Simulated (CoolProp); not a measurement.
Vapour-liquid equilibrium of n-octane (1) + o-xylene (2) at 218.05 °C; x and y are mole fractions of (1).

Model: multi-fluid Helmholtz-energy mixture model, Beckmüller 2019 and Zhou 2012; pair parameters Bell 2016, in CoolProp.

Problem. Give the bubble pressure and the first vapour's composition at x = 0.2, 0.65, 0.95. Is there an azeotrope?

Solution. x = 0.2: 5.676 bar, y = 0.264; x = 0.65: 6.815 bar, y = 0.714; x = 0.95: 7.522 bar, y = 0.961. No azeotrope shows between x = 0.05 and 0.95.

Pair parameters are fitted to limited data, so mixtures are less certain than the pure fluids.
